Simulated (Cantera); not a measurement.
Feed: 1 mol SiH₂Cl₂, a varied amount of H₂, equilibrated at 1973.15 K and 0.00890 bar.

These are equilibrium values from Cantera (NASA tables, ideal gas, pure condensed phases), not measurements of a reactor. Candidate condensed phases: Si; 19 gas species. The tables' values for SiCl are old estimates; treat these amounts as uncertain. Gases not in the tables: Si₂H₆ and higher silanes. Rates play no part.

log p: log10 of the partial pressure in bar; n: condensed amount in mol.

```tsv
n(H₂) (mol)	log p H₂	log p HCl	log p H	log p SiCl₂	n Si(l)
33	-2.08	-3.40	-3.91	-4.32	0.652
64	-2.07	-3.64	-3.90	-4.81	0.599
130	-2.06	-3.91	-3.90	-5.37	0.385
250	-2.06	…	-3.90	…	0
480	-2.06	…	-3.90	…	0
940	-2.06	-4.73	-3.90	-7.59	0
1800	-2.06	-5.01	-3.90	-8.43	0
```

Q: Fill in the missing entries.

A: 
- 250, log p HCl: -4.18
- 250, log p SiCl₂: -5.93
- 480, log p HCl: -4.45
- 480, log p SiCl₂: -6.73
